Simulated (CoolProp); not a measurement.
Values from CoolProp's reference Helmholtz-energy equation of state, Thol 2014.

For diethyl ether, give the phase and the speed of sound (m/s), Joule-Thomson coefficient (K/MPa) at 58.85 °C and 0.0235 MPa; 240.55 °C and 0.998 MPa; 88.55 °C and 0.0242 MPa.


- 58.85 °C and 0.0235 MPa: gas; speed of sound 198, Joule-Thomson coefficient 26.0
- 240.55 °C and 0.998 MPa: gas; speed of sound 231, Joule-Thomson coefficient 6.56
- 88.55 °C and 0.0242 MPa: gas; speed of sound 207, Joule-Thomson coefficient 18.5
